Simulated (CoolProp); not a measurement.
A simple Rankine cycle with cis-2-butene: condensing at 323.15 K, boiler at 1.48 MPa, turbine inlet 415.3 K, turbine efficiency 0.85, pump efficiency 0.6, no recuperator. Each further row changes one setting.

Model: reference Helmholtz-energy equation of state, Lemmon 2005, in CoolProp. It is a short technical equation, of lower accuracy than the large ones.

```
case                             thermal efficiency (%)  net work (kJ/kg)  heat in (kJ/kg)  turbine exit temperature (K)  volume ratio over the turbine
-------------------------------  ----------------------  ----------------  ---------------  ----------------------------  -----------------------------
as stated                                           9.9              49.8              504                         374.3                           3.34
turbine inlet 435.3 K                               9.8              53.7              547                         395.4                           3.30
condensing temperature 315.15 K                    11.3              59.2              523                         367.6                           4.14
boiler pressure 1.04 MPa                            7.2              37.4              517                         387.8                           2.30
turbine efficiency 0.75                             8.6              43.6              504                         377.7                           3.38
```
